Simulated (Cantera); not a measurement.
A closed system holds: 1 mol SiH₂Cl₂, a varied amount of O₂, 150 mol N₂, held at 725 K and 1.00 bar.

These are equilibrium values from Cantera (NASA tables, ideal gas, pure condensed phases), not measurements of a reactor. Candidate condensed phases: H₂O, NH₄Cl, Si, SiO₂, Si₂N₂O, Si₃N₄; 47 gas species. N₂ is the only nitrogen source here; it is nearly inert below about 1500 K, so the nitride shown seldom forms there in practice. Kinetics and transport are ignored.

Which condensed phases are stable at each of these points (n(O₂) (mol)): 0.72, 2.4, 4.1, 5.8, 7.5, 9.2, 11, 13, 14?


```csv
n(O₂) (mol),condensed phases,Si condensed (%)
0.72,SiO₂(α-quartz) + Si₂N₂O(s),99.1
2.4,SiO₂(α-quartz),100.0
4.1,SiO₂(α-quartz),100.0
5.8,SiO₂(α-quartz),100.0
7.5,SiO₂(α-quartz),100.0
9.2,SiO₂(α-quartz),100.0
11,SiO₂(α-quartz),100.0
13,SiO₂(α-quartz),100.0
14,SiO₂(α-quartz),100.0
```

At 0.72 mol O₂ the condensed part is SiO₂(α-quartz) + Si₂N₂O(s). From 2.4 mol O₂ to 14 mol O₂ the condensed part is SiO₂(α-quartz).
